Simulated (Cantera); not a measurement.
A closed system holds: 1 mol Zr, 13 mol N2, 340 mol H2, held at 1.33 mbar.

These are equilibrium values from Cantera (NASA tables, ideal gas, pure condensed phases), not measurements of a reactor. Candidate condensed phases: Zr, ZrN; 11 gas species. ZrN: taken at fixed stoichiometry. Rates play no part. All values below are at 1302 °C.

Base state: H2 0.963, N2 0.0354, H 0.00112 (mole fractions); condensed: ZrN(s).

Task: What changes in the equilibrium state with this change: Zr replaced by V?

Result: 
```
species       before    after
-----------  -------  -------
H2             0.963    0.963
N2            0.0354   0.0354
H            0.00112  0.00112
ZrN(s), mol     1.00        0
VN(s), mol         0    1.000
```
VN: taken at fixed stoichiometry. Condensed phases not in the tables: V2N. Further candidate phases: V, VN.

Task: What changes in the equilibrium state with this change: pressure from 1.33 mbar to 0.190 Pa?

Result: 
```
species       before   after
-----------  -------  ------
H2             0.963   0.936
N2            0.0354  0.0349
H            0.00112  0.0292
ZrN(s), mol     1.00    1.00
```
